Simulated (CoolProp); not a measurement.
A single-stage vapour-compression cycle with hydrogen chloride: evaporating at 207.15 K (dew point), condensing at 227.15 K (bubble point), superheat 10 K, subcooling 2 K, compressor efficiency 0.6, no pressure losses. Each further row changes one setting.

Model: reference Helmholtz-energy equation of state, Thol 2018, in CoolProp.

| case | cooling COP | pressure ratio | discharge temperature (K) | refrigerating effect (kJ/kg) | volumetric capacity (kJ/m³) |
|---|---|---|---|---|---|
| as stated | 5.43 | 2.30 | 308.3 | 401 | 2270 |
| evaporating temperature 212.15 K | ___ | ___ | 287.2 | ___ | 2820 |
| condensing temperature 222.15 K | ___ | 1.90 | 285.0 | 409 | 2320 |
| subcooling 7 K | 5.55 | 2.30 | 308.3 | 409 | 2320 |
| superheat 20 K | 5.27 | 2.30 | 323.6 | 410 | 2200 |
| compressor efficiency 0.5 | 4.53 | 2.30 | ___ | 401 | 2270 |

Task: Fill in the missing entries.

Result: 
- evaporating temperature 212.15 K, cooling COP: 7.61
- evaporating temperature 212.15 K, pressure ratio: 1.84
- evaporating temperature 212.15 K, refrigerating effect (kJ/kg): 403
- condensing temperature 222.15 K, cooling COP: 7.43
- compressor efficiency 0.5, discharge temperature (K): 325.6
